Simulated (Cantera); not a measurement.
Input: 1 mol SiC, 3.6 mol H₂O, 14 mol N₂, equilibrated at 1925 K and 1330 Pa.

Cantera equilibrium calculation (NASA polynomials, part measured and part estimated; ideal gas, pure solids and liquids). Candidate condensed phases: C, C₆H₆, C₇H₈, C₈H₁₈, H₂O, Si, SiC, SiO₂, Si₂N₂O, Si₃N₄; 151 gas species. The tables hold silica as quartz up to 1696 K and as liquid above; real silica turns to tridymite and cristobalite and melts near 1996 K. Rates play no part.

Base state: N₂ 0.746, H₂ 0.154, CO 0.0506, H₂O 0.0360, SiO 0.00684, H 0.00325, CO₂ 0.00274, OH 6.56e-5 (mole fractions); condensed: SiO₂(condensed).

**Question.** What changes in the equilibrium state with this change: temperature from 1925 K to 1375 K?

**Answer.** 
| species | before | after |
|---|---|---|
| N₂ | 0.746 | 0.753 |
| H₂ | 0.154 | 0.165 |
| CO | 0.0506 | 0.0497 |
| H₂O | 0.0360 | 0.0282 |
| SiO | 0.00684 | 1.45e-8 |
| OH | 6.56e-5 | 3.70e-8 |
| H | 0.00325 | 1.21e-5 |
| CO₂ | 0.00274 | 0.00409 |
| SiO₂(condensed), mol | 0.872 | 0 |
| SiO₂(β-quartz), mol | 0 | 1.00 |
